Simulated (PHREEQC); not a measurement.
Make-up at 25 °C: 0.015 mol Cu(NO3)2 and 0.0011 mol Na2HAsO4 per kg of water. Closed to the air; pH follows from the charge balance.

Computed with PHREEQC (ion-association model, wateq4f.dat).

This is a speciation only: nothing precipitates in the calculation.

Question: What pH does the model give?

Answer: pH 5.53.

Question: In which forms is As present?

Answer: H2AsO4- 96 %, HAsO4-2 3.9 % of the As.

Saturation is exceeded, for instance for Cu3(AsO4)2:6w, Cu2(OH)3NO3; the values hold only as long as no solid forms. Complexes and solids missing from the database can't appear. The database has no arsenate complexes of Cu.
